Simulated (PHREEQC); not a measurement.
Consider water at 65 °C with 0.0041 mol/kgw CuCl2, 0.00022 mol/kgw HNO3 and 0.0029 mol/kgw H3BO3. Closed to the air; pH follows from the charge balance.

All values are PHREEQC results (ion-association model, wateq4f.dat), not measurements.

Problem. The ionic strength comes out as 0.0119 mol/kgw. What activity coefficients do NO3-, H+, Cl-, Cu+2, CuCl+ get?

Solution. NO3- 0.88, H+ 0.90, Cl- 0.89, Cu+2 0.63, CuCl+ 0.89.

This is a speciation only: nothing precipitates in the calculation. Away from 25 °C the constants follow the database's enthalpies or fits; those with neither stay at their 25 °C values.
